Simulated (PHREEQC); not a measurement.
Spent oxide etchant: speciation

Consider water at 25 °C with 58 mmol/kgw NH4HF2, 0.058 mmol/kgw (NH4)2SiF6, 0.23 mmol/kgw HBF4 and 0.035 mmol/kgw HCl. Closed to the air; pH follows from the charge balance.

The numbers come from PHREEQC with the ion-association model, wateq4f.dat.

Each row changes one thing in this solution. No solid was allowed to form.

```csv
case,pH,ionic strength (mol/kgw),F- (mol/kgw),HF (mol/kgw),HF2- (mol/kgw),H2F2 (mol/kgw),SI of Quartz (SiO2)
as made,3.17,0.0590,0.0505,0.0407,0.00800,0.00438,-9.76
NH4HF2 from 0.058 to 0.029 mol/kgw,3.17,0.0300,0.0271,0.0232,0.00243,0.00142,?
(NH4)2SiF6 from 5.8e-05 to 0.00058 mol/kgw,3.17,0.0605,0.0505,0.0407,0.00800,0.00438,?
0.023 mol/kgw KOH added,3.54,0.0815,0.0740,0.0246,0.00711,0.00161,?
HCl replaced by NaCl at the same molality,3.17,0.0590,0.0506,0.0407,0.00800,0.00437,-9.76
```

### Question
Fill in the missing entries.

### Answer

- NH4HF2 from 0.058 to 0.029 mol/kgw, SI of Quartz (SiO2): -8.20
- (NH4)2SiF6 from 5.8e-05 to 0.00058 mol/kgw, SI of Quartz (SiO2): -8.77
- 0.023 mol/kgw KOH added, SI of Quartz (SiO2): -9.25

SiF6-2 is the database's only silicon fluoride. Real BF4- forms and hydrolyses slowly; the run takes it at equilibrium.
